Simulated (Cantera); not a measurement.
An adiabatic, constant-pressure homogeneous reactor starts with CO : H2 : CH4 : O2 : N2 = 1 : 0.038 : 0.62 : 2.2 : 8.27 (molar parts), equivalence ratio 0.80, at 1448 K and 10.0 bar. Integrator tolerance rtol = 1e-08.

Computed with Cantera and GRI-Mech 3.0 (53 species, 325 reactions).

Question: What does this change do: constant volume in place of constant pressure?

Answer: 
```tsv
quantity	before	after
time of steepest temperature rise	0.211 ms	0.197 ms
temperature at 6.00 s	2787 K	2982 K
equilibrium temperature	2787 K	2982 K
x(CO) at 6.00 s	0.0255 (gas-phase equilibrium 0.0255)	0.0346 (gas-phase equilibrium 0.0346)
x(H2) at 6.00 s	0.00324 (gas-phase equilibrium 0.00324)	0.00436 (gas-phase equilibrium 0.00436)
x(CH4) at 6.00 s	<1e-12 (gas-phase equilibrium <1e-12)	<1e-12 (gas-phase equilibrium <1e-12)
x(HO2) at 6.00 s	1.42e-5 (gas-phase equilibrium 1.42e-5)	2.47e-5 (gas-phase equilibrium 2.47e-5)
x(CH2CO) at 6.00 s	<1e-12 (gas-phase equilibrium <1e-12)	<1e-12 (gas-phase equilibrium <1e-12)
x(NO2) at 6.00 s	1.39e-5 (gas-phase equilibrium 1.39e-5)	2.24e-5 (gas-phase equilibrium 2.24e-5)
```

Question: What does this change do: CO 1 to 2 parts?

Answer: 
| quantity | before | after |
|---|---|---|
| time of steepest temperature rise | 0.211 ms | 0.214 ms |
| temperature at 6.00 s | 2787 K | 2894 K |
| equilibrium temperature | 2787 K | 2894 K |
| x(CO) at 6.00 s | 0.0255 (gas-phase equilibrium 0.0255) | 0.0672 (gas-phase equilibrium 0.0672) |
| x(H2) at 6.00 s | 0.00324 (gas-phase equilibrium 0.00324) | 0.00587 (gas-phase equilibrium 0.00587) |
| x(CH4) at 6.00 s | <1e-12 (gas-phase equilibrium <1e-12) | <1e-12 (gas-phase equilibrium <1e-12) |
| x(HO2) at 6.00 s | 1.42e-5 (gas-phase equilibrium 1.42e-5) | 1.05e-5 (gas-phase equilibrium 1.05e-5) |
| x(CH2CO) at 6.00 s | <1e-12 (gas-phase equilibrium <1e-12) | <1e-12 (gas-phase equilibrium <1e-12) |
| x(NO2) at 6.00 s | 1.39e-5 (gas-phase equilibrium 1.39e-5) | 7.69e-6 (gas-phase equilibrium 7.69e-6) |

Question: What does this change do: pressure from 10.0 bar to 1.60 bar?

Answer: 
| quantity | before | after |
|---|---|---|
| time of steepest temperature rise | 0.211 ms | 0.801 ms |
| temperature at 6.00 s | 2787 K | 2682 K |
| equilibrium temperature | 2787 K | 2682 K |
| x(CO) at 6.00 s | 0.0255 (gas-phase equilibrium 0.0255) | 0.0345 (gas-phase equilibrium 0.0345) |
| x(H2) at 6.00 s | 0.00324 (gas-phase equilibrium 0.00324) | 0.00479 (gas-phase equilibrium 0.00479) |
| x(CH4) at 6.00 s | <1e-12 (gas-phase equilibrium <1e-12) | <1e-12 (gas-phase equilibrium <1e-12) |
| x(HO2) at 6.00 s | 1.42e-5 (gas-phase equilibrium 1.42e-5) | 7.51e-6 (gas-phase equilibrium 7.51e-6) |
| x(CH2CO) at 6.00 s | <1e-12 (gas-phase equilibrium <1e-12) | <1e-12 (gas-phase equilibrium <1e-12) |
| x(NO2) at 6.00 s | 1.39e-5 (gas-phase equilibrium 1.39e-5) | 5.75e-6 (gas-phase equilibrium 5.75e-6) |
